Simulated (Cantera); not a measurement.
Input: 1 mol Pb, 6.2 mol NH₃, 18 mol H₂, equilibrated at 0.760 bar.

Equilibrium computed with Cantera from the NASA thermochemical tables; the gas is ideal and each condensed phase is pure. Candidate condensed phases: Pb; 11 gas species. Rates play no part. All values below are at 1050 °C.

Base state: H₂ 0.894, N₂ 0.101, Pb 0.00463, NH₃ 2.32e-5 (mole fractions); condensed: Pb(l).

### Question
What changes in the equilibrium state with this change: pressure from 0.760 bar to 10.0 mbar?

### Answer
```
species      before    after
----------  -------  -------
H₂            0.894    0.869
N₂            0.101   0.0987
Pb          0.00463   0.0318
NH₃         2.32e-5  2.89e-7
H           1.72e-6  1.48e-5
Pb(l), mol    0.859        0
```
